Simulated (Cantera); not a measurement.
Feed: 1 mol Si, 1.2 mol HBr, 0.57 mol H2, held at 777 °C and 1330 Pa.

These are equilibrium values from Cantera (NASA tables, ideal gas, pure condensed phases), not measurements of a reactor. Candidate condensed phases: Br2, Si; 19 gas species. The tables' values for SiBr3 are old estimates; treat these amounts as uncertain. Rates play no part.

Base state: H2 0.723, SiBr4 0.159, HBr 0.0923, SiBr2 0.0144, SiHBr3 0.00759, SiBr3 0.00366, SiH2Br2 0.000171 (mole fractions); condensed: Si(s).

Q: What changes in the equilibrium state with this change: HBr from 1.2 to 17 mol?

A: 
```tsv
species	before	after
HBr	0.0923	0.784
H2	0.723	0.155
SiBr4	0.159	0.0602
SiBr2	0.0144	1.61e-5
SiH2Br2	0.000171	4.11e-8
SiHBr3	0.00759	7.23e-5
Si(s), mol	0.720	0
```
